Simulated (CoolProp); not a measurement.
A simple Rankine cycle with vinyl chloride: condensing at 305.15 K, boiler at 1.24 MPa, turbine inlet 344.8 K, turbine efficiency 0.9, pump efficiency 0.8, no recuperator. Each further row changes one setting.

Computed with CoolProp (reference Helmholtz-energy equation of state, Thol 2022).

| case | thermal efficiency (%) | net work (kJ/kg) | heat in (kJ/kg) | turbine exit temperature (K) | volume ratio over the turbine |
|---|---|---|---|---|---|
| as stated | ? | 30.3 | 338 | 305.2 | 2.41 |
| turbine inlet 364.8 K | 9.2 | 33.1 | 361 | 317.4 | 2.37 |
| condensing temperature 297.15 K | 10.7 | 37.6 | ? | 297.1 | 2.99 |
| boiler pressure 0.868 MPa | 5.9 | 20.3 | ? | 316.2 | 1.70 |
| turbine efficiency 0.8 | 7.9 | ? | 338 | 305.2 | 2.44 |

Some entries are withheld; supply them.


- as stated, thermal efficiency (%): 9.0
- condensing temperature 297.15 K, heat in (kJ/kg): 350
- boiler pressure 0.868 MPa, heat in (kJ/kg): 347
- turbine efficiency 0.8, net work (kJ/kg): 26.8

The expansion ends wet for: as stated; condensing temperature 297.15 K; turbine efficiency 0.8.
